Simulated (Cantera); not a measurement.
A freely propagating, adiabatic, planar premixed flame of H2 : O2 : N2 = 1 : 0.633 : 2.09 (molar parts), equivalence ratio 0.79, unburnt at 323 K and 97.5 Torr; mixture-averaged transport, grid criteria slope 0.08 and curve 0.16, no radiation.

Cantera simulation using the H2/O2 subset of GRI-Mech 3.0, which has no nitrogen chemistry; the numbers are that mechanism's predictions, not measurements. Burning velocities carry a grid error of a few per cent, more on coarse grids.

Problem. What does this change do: inlet temperature 323 to 423 K?

Solution. 
| quantity | before | after |
|---|---|---|
| laminar burning velocity | 205 cm/s | 313 cm/s |
| thermal thickness | 5.06 mm | 5.64 mm |
| peak x(O) | 0.0156 | 0.0173 |
| peak x(HO2) | 0.000142 | 0.000108 |
| peak x(H) | 0.0577 | 0.0646 |
